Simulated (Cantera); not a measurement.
An adiabatic, constant-pressure homogeneous reactor starts with CO : H2 : O2 : N2 = 1 : 0.055 : 0.909 : 6.28 (molar parts), at 1398 K and 7500 Torr. Integrator tolerance rtol = 1e-08.

Cantera simulation using GRI-Mech 3.0 (53 species, 325 reactions); the numbers are that mechanism's predictions, not measurements. The hydrogen kinetics of GRI-Mech 3.0 are dated; newer H2 mechanisms differ, most at raised pressure.

### Question
What does this change do: initial temperature 1398 to 1775 K?

### Answer
```json
[
 {"quantity": "time of steepest temperature rise", "before": "15.2 µs", "after": "7.82 µs"},
 {"quantity": "temperature at 1.00 s", "before": "2333 K", "after": "2606 K"},
 {"quantity": "equilibrium temperature", "before": "2333 K", "after": "2606 K"},
 {"quantity": "x(CO) at 1.00 s", "before": "0.00268 (gas-phase equilibrium 0.00268)", "after": "0.0109 (gas-phase equilibrium 0.0109)"},
 {"quantity": "x(H2) at 1.00 s", "before": "2.47e-5 (gas-phase equilibrium 2.47e-5)", "after": "8.58e-5 (gas-phase equilibrium 8.58e-5)"},
 {"quantity": "x(O2) at 1.00 s", "before": "0.0463 (gas-phase equilibrium 0.0463)", "after": "0.0468 (gas-phase equilibrium 0.0468)"},
 {"quantity": "x(NO) at 1.00 s", "before": "0.00802 (gas-phase equilibrium 0.00802)", "after": "0.0131 (gas-phase equilibrium 0.0131)"},
 {"quantity": "x(O) at 1.00 s", "before": "0.000412 (gas-phase equilibrium 0.000412)", "after": "0.00164 (gas-phase equilibrium 0.00164)"}
]
```

### Question
What does this change do: initial temperature 1398 to 1348 K?

### Answer
| quantity | before | after |
|---|---|---|
| time of steepest temperature rise | 15.2 µs | 21.7 µs |
| temperature at 1.00 s | 2333 K | 2294 K |
| equilibrium temperature | 2333 K | 2294 K |
| x(CO) at 1.00 s | 0.00268 (gas-phase equilibrium 0.00268) | 0.00210 (gas-phase equilibrium 0.00210) |
| x(H2) at 1.00 s | 2.47e-5 (gas-phase equilibrium 2.47e-5) | 1.99e-5 (gas-phase equilibrium 1.99e-5) |
| x(O2) at 1.00 s | 0.0463 (gas-phase equilibrium 0.0463) | 0.0464 (gas-phase equilibrium 0.0464) |
| x(NO) at 1.00 s | 0.00802 (gas-phase equilibrium 0.00802) | 0.00740 (gas-phase equilibrium 0.00740) |
| x(O) at 1.00 s | 0.000412 (gas-phase equilibrium 0.000412) | 0.000328 (gas-phase equilibrium 0.000328) |
